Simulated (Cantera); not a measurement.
Input: 1 mol borazine, 5.3 mol H2O, 71 mol H2, at 10.0 mbar.

Method: chemical equilibrium by Gibbs-energy minimisation in Cantera with the NASA 1993 tables (ideal gas, pure condensed phases). Candidate condensed phases: B, BN, B2O3, B3O3H3, H2O; 39 gas species. The feed counts by its element totals alone. Kinetics and transport are ignored.

log p: log10 of the partial pressure in bar; n: condensed amount in mol.

| T (K) | log p H2 | log p H | log p HBO2 | log p N2 | log p HBO | log p H2O | n B2O3(l) |
|---|---|---|---|---|---|---|---|
| 1173 | -2.01 | -7.93 | -5.26 | -3.73 | -7.65 | -4.02 | 1.48 |
| 1273 | -2.01 | -7.15 | -4.68 | -3.73 | -6.63 | -4.05 | 1.41 |
| 1373 | -2.01 | -6.48 | -4.23 | -3.73 | -5.73 | -4.15 | 1.24 |
| 1473 | -2.02 | -5.91 | -3.91 | -3.73 | -4.89 | -4.37 | 0.840 |
| 1573 | -2.02 | … | -3.71 | -3.74 | … | … | 0 |
| 1673 | -2.02 | -4.96 | -3.72 | -3.74 | -4.18 | -4.41 | 0 |
| 1773 | -2.03 | -4.56 | -3.74 | -3.74 | -4.10 | -4.30 | 0 |
| 1873 | -2.03 | -4.20 | -3.76 | -3.74 | -4.04 | -4.20 | 0 |
| 1973 | -2.03 | … | -3.78 | -3.74 | -4.00 | … | 0 |
| 2073 | -2.04 | -3.60 | -3.82 | -3.75 | -3.98 | -4.03 | 0 |

### Question
Some entries are withheld; supply them.

### Answer

- 1573, log p H: -5.40
- 1573, log p HBO: -4.28
- 1573, log p H2O: -4.54
- 1973, log p H: -3.89
- 1973, log p H2O: -4.11
